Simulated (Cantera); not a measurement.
Feed: 1 mol SiCl4, 0.034 mol CH4, 520 mol H2, 0.0086 mol C2H4, at 1825 °C and 133 Pa.

Cantera equilibrium calculation (NASA polynomials, part measured and part estimated; ideal gas, pure solids and liquids). Candidate condensed phases: C, C6H6, C7H8, C8H18, Si, SiC; 109 gas species. Kinetics and transport are ignored.

Base state: H2 0.910, H 0.0804, HCl 0.00688, Si 0.00178, Cl 0.000447, C2H2 (acetylene) 4.16e-5, SiH 3.37e-5 (mole fractions); condensed: gas only.

Problem. What changes in the equilibrium state with this change: temperature from 1825 °C to 1402 °C?

Solution. 
| species | before | after |
|---|---|---|
| H2 | 0.910 | 0.989 |
| HCl | 0.00688 | 0.00723 |
| H | 0.0804 | 0.00316 |
| Si | 0.00178 | 0.000326 |
| C2H2 (acetylene) | 4.16e-5 | 1.04e-8 |
| SiCl2 | 2.02e-6 | 0.000191 |
| Si(s), mol | 0 | 0.651 |
| SiC(s), mol | 0 | 0.0503 |
Mutual solubility and eutectic melting of coexisting phases are not modelled. The tables' values for SiCl are old estimates; treat these amounts as uncertain. Gases not in the tables: Si2H6 and higher silanes.
